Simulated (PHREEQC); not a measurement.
Ca(OH)2 is added in steps, without added water, to 1 kg of water holding 0.0046 mol/kgw HCl, 0.012 mol/kgw FeCl3 and 0.00083 mol/kgw CuCl2, at 25 °C. O2 is buffered at 0.21 atm. No CO2 enters from the air. The run lets Portlandite, Fe(OH)3(a), Cu(OH)2, Atacamite precipitate or redissolve, and no other solid.

Base run: PHREEQC, ion-association model, wateq4f.dat. Each further column changes one thing. The table gives pH.

| Ca(OH)2 added (mol) | base | 0.00036 mol/kgw Ca(OH)2 added | HCl from 0.0046 to 0.0092 mol/kgw | FeCl3 left out | no solid may form |
|---|---|---|---|---|---|
| 0 | 2.13 | (withheld) | 1.99 | 2.37 | 2.13 |
| 0.0022 | 2.30 | 2.33 | 2.13 | 3.74 | 2.30 |
| 0.0044 | 2.51 | (withheld) | 2.29 | 11.33 | 2.51 |
| 0.0077 | 2.80 | 2.80 | 2.63 | 11.87 | 2.98 |
| 0.0099 | 2.82 | 2.83 | 2.81 | 12.03 | 3.66 |
| 0.0121 | 2.85 | 2.86 | 2.83 | 12.14 | 4.53 |
| 0.0143 | 2.90 | 2.91 | 2.86 | (withheld) | (withheld) |
| 0.0176 | 3.03 | 3.06 | 2.94 | 12.33 | 6.95 |
| 0.0198 | 3.41 | (withheld) | 3.04 | 12.38 | 7.51 |
| 0.022 | 11.08 | 11.23 | 3.37 | (withheld) | 8.31 |

What belongs in the gaps?


- 0, 0.00036 mol/kgw Ca(OH)2 added: 2.15
- 0.0044, 0.00036 mol/kgw Ca(OH)2 added: 2.54
- 0.0143, FeCl3 left out: 12.23
- 0.0143, no solid may form: 5.49
- 0.0198, 0.00036 mol/kgw Ca(OH)2 added: 3.81
- 0.022, FeCl3 left out: 12.43

The database's constant for dissolved Cu(OH)2 is higher than later reviews accept.  In at least one series the solution becomes supersaturated in solids that the run did not let form, among them Fe(OH)3(a), Cu(OH)2, Atacamite. Solids allowed in the column 'FeCl3 left out': Portlandite, Cu(OH)2, Atacamite.
